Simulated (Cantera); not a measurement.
A perfectly stirred reactor is fed with CH4 : O2 : N2 = 1 : 1.67 : 6.27 (molar parts), equivalence ratio 1.2, at 1000000 Pa; it is adiabatic with a 498 K inlet, and is followed from long to short residence time, starting on the burning branch (τ in s: 0.044, 0.023, 0.012, 0.0061, 0.0031, 0.0016, 0.00084, 0.00043, 0.00022, 0.00012, 5.9e-05, 3.1e-05, 1.6e-05).

Model: GRI-Mech 3.0 (53 species, 325 reactions), integrated in Cantera.

Task: Predict: blow-out, bracketed by the residence times tried; x(CH4) at τ = 44.0 ms; x(O2) at τ = 44.0 ms; x(HCN) at τ = 44.0 ms; x(CH2CO) at τ = 44.0 ms; x(CH4) at τ = 0.840 ms; x(O2) at τ = 0.840 ms; x(C2H6) at τ = 0.840 ms; x(HCN) at τ = 0.840 ms; x(CH2CO) at τ = 0.840 ms.

Result: 
```json
{
 "blow_out_bracketed_by_the_residence_times_tried": "burning at 59.0 µs, out at 31.0 µs",
 "x(CH4) at τ = 44.0 ms": "1.92e-5",
 "x(O2) at τ = 44.0 ms": "6.61e-5",
 "x(HCN) at τ = 44.0 ms": "1.76e-6",
 "x(CH2CO) at τ = 44.0 ms": "3.37e-8",
 "x(CH4) at τ = 0.840 ms": "0.000207",
 "x(O2) at τ = 0.840 ms": "0.00104",
 "x(C2H6) at τ = 0.840 ms": "5.65e-8",
 "x(HCN) at τ = 0.840 ms": "2.89e-5",
 "x(CH2CO) at τ = 0.840 ms": "1.07e-6"
}
```
